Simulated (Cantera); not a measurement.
**Gas activation for diamond growth**

A perfectly stirred reactor is fed with 2.34 % CH4, 97.6 % H2, 0.0146 % N2, at 0.197 atm; it is held at 2200 K, and followed from long to short residence time.

Cantera simulation using GRI-Mech 3.0 (53 species, 325 reactions); the numbers are that mechanism's predictions, not measurements. GRI-Mech 3.0 stops at C3 and has no aromatics, soot or wall deposition, so with more carbon than oxygen in the feed, carbon stays in small species such as C2H2 where larger ones or solid carbon would form.

| τ (s) | x CH4 | x H2 | x C2H | x CH3 | x C2H2 |
|---|---|---|---|---|---|
| 2.0 | 0.000267 | 0.976 | 4.94e-6 | 6.49e-5 | 0.0112 |
| 0.73 | 0.000423 | 0.976 | 4.86e-6 | 0.000102 | 0.0111 |
| 0.26 | 0.000703 | 0.976 | 4.72e-6 | 0.000167 | 0.0109 |
| 0.093 | 0.00120 | 0.976 | 4.47e-6 | 0.000277 | 0.0106 |
| 0.033 | 0.00207 | 0.976 | 4.08e-6 | 0.000460 | 0.0101 |
| 0.012 | 0.00358 | 0.976 | 3.51e-6 | 0.000748 | 0.00925 |
| 0.0043 | 0.00617 | 0.975 | 2.70e-6 | 0.00118 | 0.00776 |
| 0.0015 | 0.0103 | 0.974 | 1.67e-6 | 0.00175 | 0.00544 |
| 0.00055 | 0.0153 | 0.972 | 7.10e-7 | 0.00215 | 0.00278 |
| 0.00020 | 0.0198 | 0.972 | 1.25e-7 | 0.00192 | 0.000716 |
x: mole fraction; the columns are a selection and need not sum to one.
